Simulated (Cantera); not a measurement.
Standard-state values (1 bar) from the NASA 1993 polynomials, evaluated with Cantera. Values are per mole of reaction as written; species without (g) are pure solids or liquids, kept so even where they would boil at 1 bar.

### Question
Between 300 and 2550 K, where is each reaction favourable under standard conditions?
- 6 H(g) + N₂(g) + 2 BF₃(g) ⇌ 6 HF(g) + 2 BN

### Answer
- 6 H(g) + N₂(g) + 2 BF₃(g) ⇌ 6 HF(g) + 2 BN: ΔG° is -1079 kJ at 300 K and -241 kJ at 2550 K; it stays negative (K > 1). ΔH° is -1241 kJ and ΔS° -392 J/K at 2550 K.
